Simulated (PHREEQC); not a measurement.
0.1 mol of Gypsum (CaSO4:2H2O) is brought to equilibrium with 1 kg of water, with rising amounts of Ca(NO3)2, at 20 °C. Oxygen alone is held at its pressure in air (log pO2 = -0.68). The system is closed to CO2. Only these solids could form: Gypsum, Anhydrite.

Equilibrium calculation in PHREEQC: ion-association model, phreeqc.dat.

Predict dissolved Ca (mol/kgw), dissolved S (mol/kgw) at Ca(NO3)2 added (mol) = 0.025, 0.0417, 0.0917.


```tsv
Ca(NO3)2 added (mol)	dissolved Ca (mol/kgw)	dissolved S (mol/kgw)
0.025	0.0351	0.0101
0.0417	0.0509	0.00918
0.0917	0.0996	0.00791
```

Complexes and solids missing from the database can't appear.
